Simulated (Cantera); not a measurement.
Feed: 1 mol B, 2.2 mol NH3, equilibrated at 1102 °C and 13.3 mbar.

Method: chemical equilibrium by Gibbs-energy minimisation in Cantera with the NASA 1993 tables (ideal gas, pure condensed phases). Candidate condensed phases: B, BN; 15 gas species. Equilibrium is a limit: real reactors are often held back by kinetics, nucleation or transport.

Base state: H2 0.846, N2 0.154, H 2.73e-5 (mole fractions); condensed: BN(s).

Question: What changes in the equilibrium state with this change: B replaced by B2H6?

Answer: 
| species | before | after |
|---|---|---|
| H2 | 0.846 | 0.984 |
| N2 | 0.154 | 0.0156 |
| H | 2.73e-5 | 2.94e-5 |
| BN(s), mol | 1.00 | 2.00 |
The feed counts by its element totals alone.

Question: What changes in the equilibrium state with this change: 0.25 mol HF added?

Answer: 
| species | before | after |
|---|---|---|
| H2 | 0.846 | 0.818 |
| N2 | 0.154 | 0.152 |
| BF3 | 0 | 0.0151 |
| HF | 0 | 0.0143 |
| BHF2 | 0 | 0.000272 |
| BF2 | 0 | 6.18e-5 |
| BN(s), mol | 1.00 | 0.936 |
The tables' values for BF2 are old estimates; treat these amounts as uncertain.
